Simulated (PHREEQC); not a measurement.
2.7 g of hydrous ferric oxide (600 m²/g; 0.2 weak and 0.005 strong sites per Fe, Dzombak-Morel constants, diffuse double layer) in 1 kg of water with 0.1 mol/kgw of an inert sodium salt and 0.00041 mol Ag2SO4 and 0.0026 mol SrCl2, at 25 °C; the pH is set by adding NaOH or the inert anion's acid. Oxygen alone is held at its pressure in air (log pO2 = -0.68). No CO2 enters from the air. Nothing may precipitate in this run.

The series has 17 steps of pH, from 4 to 10.

Equilibrium calculation in PHREEQC: ion-association model, wateq4f.dat.

Problem. Near which pH is half of the S sorbed, and on which side is more sorbed?

Solution. Near pH 6.7, with more sorbed at lower pH.

Problem. Near which pH is half of the Ag sorbed, and on which side is more sorbed?

Solution. Near pH 8.7, with more sorbed at higher pH.

Problem. Near which pH is half of the Sr sorbed, and on which side is more sorbed?

Solution. Near pH 9.2, with more sorbed at higher pH.

Along this series the solution becomes supersaturated in solids that the run did not let form, among them Cerargyrite.
